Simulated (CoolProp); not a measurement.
Carbonyl sulfide at 293.15 K and 10.4 MPa is throttled through a valve to 1.96 MPa with no heat exchange. Each further row changes one setting.

Computed with CoolProp (reference Helmholtz-energy equation of state, Lemmon 2006). It is a short technical equation, of lower accuracy than the large ones.

```csv
case,temperature change (K),final phase,final density (kg/m³)
as stated,+1.5,liquid,1000
outlet pressure 0.588 MPa,-23.3,"two-phase, vapour fraction 0.120",130
outlet pressure 2.55 MPa,+1.4,liquid,1010
```
